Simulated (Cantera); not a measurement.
Input: 1 mol Ti, 5.6 mol H₂, at 10000 Pa.

Method: chemical equilibrium by Gibbs-energy minimisation in Cantera with the NASA 1993 tables (ideal gas, pure condensed phases). Candidate condensed phases: Ti; 3 gas species. The numbers say what is thermodynamically allowed, not how fast it happens.

Problem. Which condensed phases are stable at each of these points (T (°C)): 1352, 1402, 1452, 1502, 1552, 1602, 1652, 1702, 1752, 1802, 1852?

Solution. 
```json
[
 {"T (°C)": "1352", "condensed phases": "Ti(β)", "Ti condensed (%)": "100.0"},
 {"T (°C)": "1402", "condensed phases": "Ti(β)", "Ti condensed (%)": "100.0"},
 {"T (°C)": "1452", "condensed phases": "Ti(β)", "Ti condensed (%)": "100.0"},
 {"T (°C)": "1502", "condensed phases": "Ti(β)", "Ti condensed (%)": "100.0"},
 {"T (°C)": "1552", "condensed phases": "Ti(β)", "Ti condensed (%)": "100.0"},
 {"T (°C)": "1602", "condensed phases": "Ti(β)", "Ti condensed (%)": "100.0"},
 {"T (°C)": "1652", "condensed phases": "Ti(β)", "Ti condensed (%)": "100.0"},
 {"T (°C)": "1702", "condensed phases": "Ti(l)", "Ti condensed (%)": "100.0"},
 {"T (°C)": "1752", "condensed phases": "Ti(l)", "Ti condensed (%)": "99.9"},
 {"T (°C)": "1802", "condensed phases": "Ti(l)", "Ti condensed (%)": "99.9"},
 {"T (°C)": "1852", "condensed phases": "Ti(l)", "Ti condensed (%)": "99.7"}
]
```

From 1352 °C to 1652 °C the condensed part is Ti(β). From 1702 °C to 1852 °C the condensed part is Ti(l).
